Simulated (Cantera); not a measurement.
**Thermodynamics of silicon carbide growth, feed SiHCl3 + CH4 + H2**

Charge: 1 mol SiHCl3, 0.19 mol CH4, 40 mol H2, held at 1.10 mbar.

These are equilibrium values from Cantera (NASA tables, ideal gas, pure condensed phases), not measurements of a reactor. Candidate condensed phases: C, C6H6, C7H8, C8H18, Si, SiC; 109 gas species. Mutual solubility and eutectic melting of coexisting phases are not modelled. The tables' values for SiCl, SiCl3 are old estimates; treat these amounts as uncertain. Gases not in the tables: Si2H6 and higher silanes. The numbers say what is thermodynamically allowed, not how fast it happens.

```csv
T (K),log p H2,log p H,log p HCl,log p Cl,log p Si,n Si(s),n SiC(s),n Si(l)
1148,-2.99,-8.64,-4.23,-9.94,-12.74,0.473,0.190,0
1248,-2.99,-7.82,-4.23,-9.13,-11.11,0.464,0.190,0
1348,-2.99,-7.13,-4.23,-8.45,-9.73,0.443,0.190,0
1448,-2.99,-6.53,-4.24,-7.87,-8.53,0.424,0.190,0
1548,-2.99,-6.00,-4.25,-7.36,-7.50,0.405,0.190,0
1648,-2.99,-5.54,-4.25,-6.91,-6.59,0.378,0.190,0
1748,-2.99,-5.14,-4.25,-6.51,-5.84,0,0.190,0.338
1848,-3.00,-4.77,-4.25,-6.14,-5.20,0,0.187,0.157
1948,-3.01,-4.45,-4.21,-5.78,-4.88,0,0.178,0
2048,-3.03,-4.16,-4.19,-5.45,-4.79,0,0.154,0
2148,-3.05,-3.91,-4.20,-5.19,-4.70,0,0,0
2248,-3.10,-3.68,-4.24,-4.97,-4.69,0,0,0
2348,-3.16,-3.49,-4.32,-4.79,-4.70,0,0,0
2448,-3.26,-3.33,-4.43,-4.65,-4.73,0,0,0
```
log p: log10 of the partial pressure in bar; n: condensed amount in mol.

From 1148 K to 1648 K the condensed part is Si(s) + SiC(s). From 1748 K to 1848 K the condensed part is Si(l) + SiC(s). From 1948 K to 2048 K the condensed part is SiC(s). From 2148 K to 2448 K nothing is condensed. The main Si-bearing gas is SiCl2 at 1148 K and Si at 2448 K.
